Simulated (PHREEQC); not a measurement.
Solution (10 °C): 0.0072 mol/kgw Cd(NO3)2, 0.11 mol/kgw HF and 0.00019 mol/kgw NaNO3. It is in equilibrium with CO2 at log p = -1 (atm). Otherwise closed; pH follows from the charge balance.

Equilibrium calculation in PHREEQC: ion-association model, wateq4f.dat.

Precipitation was switched off in this run.

Predict the pH, ionic strength.

pH 2.07; ionic strength 0.0304 mol/kgw.

In which forms is Cd present?

Cd+2 92 %, CdF+ 4.7 %, CdNO3+ 2.8 % of the Cd.

Species that the database lacks are ignored. wateq4f.dat counts part of the HF as a dimer, H2F2, which phreeqc.dat doesn't know; its constant is uncertain. At this temperature some constants are extrapolated from 25 °C, and those without enthalpy data are left unchanged.
